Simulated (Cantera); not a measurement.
Standard-state values (1 bar) from the NASA 1993 polynomials, evaluated with Cantera. Values are per mole of reaction as written; species without (g) are pure solids or liquids, kept so even where they would boil at 1 bar.

1.333 B + O2(g) → 0.6667 B2O3(g)

```csv
T (K),ΔH° (kJ),ΔS° (J/K),ΔG° (kJ),log10 K
300,-557.3,-23.7,-550.2,95.80
973,?,?,?,?
1023,-559.5,-26.9,-532.0,27.16
1073,-559.7,-27.1,-530.7,25.83
1123,-560.0,-27.3,-529.3,24.62
1173,?,?,?,?
1223,-560.4,-27.7,-526.6,22.49
1273,-560.7,-27.9,-525.2,21.55
```

Task: Complete the blanks.

Result: 
- 973, ΔH° (kJ): -559.3
- 973, ΔS° (J/K): -26.6
- 973, ΔG° (kJ): -533.4
- 973, log10 K: 28.63
- 1173, ΔH° (kJ): -560.2
- 1173, ΔS° (J/K): -27.5
- 1173, ΔG° (kJ): -527.9
- 1173, log10 K: 23.51
